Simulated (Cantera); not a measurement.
Cantera run:

```python
import numpy as np
import cantera as ct

gas_names = [...]  # 116 gases of nasa_gas.yaml made of C, H, Mg, O
cond_names = """
    C(gr) C6H6(L) C7H8(L) C8H18(L),n-octa H2O(s) H2O(L) Mg(cr) Mg(L) MgCO3(s) MgO(s) MgO(L) MgO2H2(s)
""".split()


# ... load() reads the species with a 1 bar reference pressure and builds the phases ...
atoms = {
    'Mg(OH)2': {'Mg': 1, 'O': 2, 'H': 2},
    'C': {'C': 1},
    'H2O': {'H': 2, 'O': 1},
}
top_T = {'C(gr)': 4500}  # K; cautious upper limits of use, not melting points


# ... equilibrate(T, P, feed) seeds the gas with the atoms and calls Mixture.equilibrate('TP', solver="vcs", rtol=1e-11, max_steps=5000) ...
results = []
feed = {'Mg(OH)2': 1, 'C': 0.027, 'H2O': 0.05}  # mol
T = 1975  # K
P = 10000  # Pa
mix = equilibrate(T, P, feed)
results.append((T, P, feed, dict(zip(mix.species_names, mix.species_moles))))
x = sorted(zip(gas.X, gas.species_names), reverse=True)
print(f"T = {T:g} K  P = {P:g} Pa  gas = {mix.phase_moles(0):.4g} mol")
print("   x: " + "  ".join(f"{s} {v:.3e}" for v, s in x if v > 1e-06))
print("   condensed (mol): " + ("  ".join(f"{mix.phase(i).name} {mix.phase_moles(i):.4g}"
      for i in range(1, mix.n_phases) if mix.phase_moles(i) > 1e-12) or "none"))
```

Output:

```
T = 1975 K  P = 10000 Pa  gas = 1.079 mol
   x: H2O 9.256e-01  H2 4.635e-02  CO2 2.043e-02  CO 4.596e-03  OH 1.773e-03  H 9.316e-04  O2 2.264e-04  MgO2H2 2.969e-05  O 2.621e-05  Mg 5.302e-06  MgOH 4.848e-06
   condensed (mol): MgO(s) 1
```

Method: chemical equilibrium by Gibbs-energy minimisation in Cantera with the NASA 1993 tables (ideal gas, pure condensed phases).
